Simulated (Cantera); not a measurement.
## Low-pressure radical oxidation in H2/O2

An isothermal, constant-pressure homogeneous reactor starts with H₂ : O₂ = 0.04 : 1 (molar parts), equivalence ratio 0.020, at 1400 K and 15.0 Torr.

Computed with Cantera and the H2/O2 subset of GRI-Mech 3.0, which has no nitrogen chemistry. Radical loss at walls, strong at low pressure, is not modelled. The temperature is held fixed by assumption; the heat of reaction is taken as removed at once.

```
t (s)         x H₂   x O₂    x H₂O    x H₂O₂    x HO₂       x H
--------  --------  -----  -------  --------  -------  --------
3.00e-5     0.0385  0.962  6.12e-9  1.23e-11  3.89e-8   2.06e-8
6.63e-5     0.0385  0.962  4.82e-8  5.91e-11  8.60e-8   4.29e-8
0.000147    0.0385  0.962  4.40e-7  2.79e-10  1.90e-7   1.61e-7
0.000324    0.0384  0.962  9.34e-6   1.27e-9  4.28e-7   2.33e-6
0.000717    0.0344  0.958  0.00284   1.52e-8  1.87e-6  0.000671
0.00158   0.000618  0.928   0.0335   6.45e-8  2.29e-6   0.00371
0.00350   0.000501  0.929   0.0340   5.93e-8  2.20e-6   0.00336
0.00775   0.000462  0.932   0.0344   5.84e-8  2.14e-6   0.00295
0.0171    0.000390  0.937   0.0351   5.62e-8  2.00e-6   0.00225
0.0379    0.000275  0.944   0.0362   5.10e-8  1.73e-6   0.00130
0.0837    0.000146  0.952   0.0374   4.09e-8  1.27e-6  0.000486
0.185      5.47e-5  0.957   0.0383   2.69e-8  7.26e-7  0.000110
0.409      1.60e-5  0.960   0.0387   1.44e-8  3.16e-7   1.72e-5
0.905      4.27e-6  0.960   0.0390   6.56e-9  1.21e-7   2.36e-6
2.00       1.20e-6  0.961   0.0391   2.77e-9  5.77e-8   3.50e-7
```
x: mole fraction; the columns are a selection and need not sum to one.

Equilibrium at this temperature and pressure: H₂ 1.29e-7, O₂ 0.961, H₂O 0.0392, H₂O₂ 6.07e-10, HO₂ 6.65e-8, H 1.24e-8 (gas phase only).
